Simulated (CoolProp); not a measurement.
A Linde-Hampson liquefier for oxygen: isothermal reversible compression at 300 K from 1 atm to 5 MPa, throttling to 1 atm, return gas leaving the recuperator 0 K below the feed. Each further row changes one setting.

Values from CoolProp's reference Helmholtz-energy equation of state, Schmidt 1985.

| case | liquid yield per pass | compression work (kJ/kg of gas) |
|---|---|---|
| as stated | 0.029 | 302 |
| high pressure 10 MPa | (withheld) | 354 |
| warm-end temperature 330 K | (withheld) | (withheld) |
| warm-end gap 5 K | 0.018 | 302 |

Problem. What belongs in the gaps?

Solution. 
- high pressure 10 MPa, liquid yield per pass: 0.057
- warm-end temperature 330 K, liquid yield per pass: 0.022
- warm-end temperature 330 K, compression work (kJ/kg of gas): 333

Above 300 K oxygen's equation is extrapolated.
